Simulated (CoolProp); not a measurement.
n-pentane along the isobar 14.4 MPa: density (kg/m³) from the reference equation and from simpler models built on Tc = 196.5 °C, pc = 3.368 MPa, ω = 0.251; each cubic takes its own stable root.

Model: reference Helmholtz-energy equation of state, Thol 2019, in CoolProp.

```
T (°C)    phase  reference  Soave-Redlich-Kwong  Peng-Robinson
-------  ------  ---------  -------------------  -------------
-111.65  liquid      753.6                666.4          745.3
-87.95   liquid      733.3                655.4          733.6
-64.25   liquid      713.3                643.5          720.9
-40.55   liquid      693.4                630.5          707.0
-16.95   liquid      673.6                616.5          691.9
6.75     liquid      653.5                601.3          675.3
30.45    liquid      633.1                584.8          657.2
54.15    liquid      612.2                567.0          637.4
77.85    liquid      590.7                547.7          615.7
101.55   liquid      568.5                526.9          592.1
125.25   liquid      545.3                504.4          566.3
148.95   liquid      521.0                480.2          538.2
172.65   liquid      495.3                454.3          507.8
196.35   liquid      468.0                426.7          475.2
```
